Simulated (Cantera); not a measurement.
An isothermal, constant-pressure homogeneous reactor starts with CH4 : H2 : N2 = 0.02 : 1 : 0.0061 (molar parts), at 2025 K and 0.0267 bar. Integrator tolerance rtol = 1e-08.

Detailed kinetics in Cantera: GRI-Mech 3.0 (53 species, 325 reactions). GRI-Mech 3.0 stops at C3 and has no aromatics, soot or wall deposition, so with more carbon than oxygen in the feed, carbon stays in small species such as C2H2 where larger ones or solid carbon would form. Radical loss at walls, strong at low pressure, is not modelled.

Task: What does this change do: temperature 2025 to 2300 K?

Result: 
| quantity | before | after |
|---|---|---|
| x(CH4) at 1.00 s | 7.23e-5 (gas-phase equilibrium 2.93e-5) | 7.21e-6 (gas-phase equilibrium 6.58e-6) |
| x(H2) at 1.00 s | 0.973 (gas-phase equilibrium 0.973) | 0.928 (gas-phase equilibrium 0.928) |
| x(C2H) at 1.00 s | 2.30e-6 (gas-phase equilibrium 1.86e-6) | 2.58e-5 (gas-phase equilibrium 2.02e-5) |
| x(C2H2) at 1.00 s | 0.00946 (gas-phase equilibrium 0.00759) | 0.00924 (gas-phase equilibrium 0.00724) |
| x(H) at 1.00 s | 0.0116 (gas-phase equilibrium 0.0117) | 0.0574 (gas-phase equilibrium 0.0575) |

Task: What does this change do: pressure from 0.0267 bar to 0.0120 bar?

Result: 
| quantity | before | after |
|---|---|---|
| x(CH4) at 1.00 s | 7.23e-5 (gas-phase equilibrium 2.93e-5) | 9.01e-5 (gas-phase equilibrium 1.31e-5) |
| x(H2) at 1.00 s | 0.973 (gas-phase equilibrium 0.973) | 0.969 (gas-phase equilibrium 0.967) |
| x(C2H) at 1.00 s | 2.30e-6 (gas-phase equilibrium 1.86e-6) | 3.04e-6 (gas-phase equilibrium 2.77e-6) |
| x(C2H2) at 1.00 s | 0.00946 (gas-phase equilibrium 0.00759) | 0.00942 (gas-phase equilibrium 0.00758) |
| x(H) at 1.00 s | 0.0116 (gas-phase equilibrium 0.0117) | 0.0154 (gas-phase equilibrium 0.0174) |

Task: What does this change do: 0.078 parts H2O added?

Result: 
```tsv
quantity	before	after
x(CH4) at 1.00 s	7.23e-5 (gas-phase equilibrium 2.93e-5)	3.28e-5 (gas-phase equilibrium 7.77e-12)
x(H2) at 1.00 s	0.973 (gas-phase equilibrium 0.973)	0.917 (gas-phase equilibrium 0.916)
x(C2H) at 1.00 s	2.30e-6 (gas-phase equilibrium 1.86e-6)	9.93e-9 (gas-phase equilibrium <1e-12)
x(C2H2) at 1.00 s	0.00946 (gas-phase equilibrium 0.00759)	4.45e-5 (gas-phase equilibrium <1e-12)
x(H) at 1.00 s	0.0116 (gas-phase equilibrium 0.0117)	0.0101 (gas-phase equilibrium 0.0114)
```
